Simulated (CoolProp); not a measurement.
CH2F2 (R32) at 298.15 K and 3.36 MPa flows at 1.4 m/s in a round tube of 25 mm bore and 15 µm roughness, fully developed (64/Re and Nu = 3.66 if laminar; Colebrook and Gnielinski if turbulent). Each further row changes one setting.

Computed with CoolProp (reference Helmholtz-energy equation of state, Tillner-Roth 1997).

| case | Reynolds number | Darcy friction factor | pressure drop (Pa/m) | heat-transfer coefficient (W/(m² K)) | mass flow (kg/h) |
|---|---|---|---|---|---|
| as stated | ? | 0.0188 | ? | 4890 | 2400 |
| velocity 2.8 m/s | 589000 | 0.0181 | ? | 9500 | ? |
| diameter 50 mm | 589000 | ? | ? | 4260 | ? |

Question: Some entries are withheld; supply them.

Answer: 
- as stated, Reynolds number: 295000
- as stated, pressure drop (Pa/m): 715
- velocity 2.8 m/s, pressure drop (Pa/m): 2760
- velocity 2.8 m/s, mass flow (kg/h): 4810
- diameter 50 mm, Darcy friction factor: 0.0161
- diameter 50 mm, pressure drop (Pa/m): 307
- diameter 50 mm, mass flow (kg/h): 9610

Viscosity comes from a separate model (Bell 2016), an estimate that may be off by 10 % or more. Thermal conductivity comes from a separate model (Huber 2003), an estimate that may be off by 10 % or more.
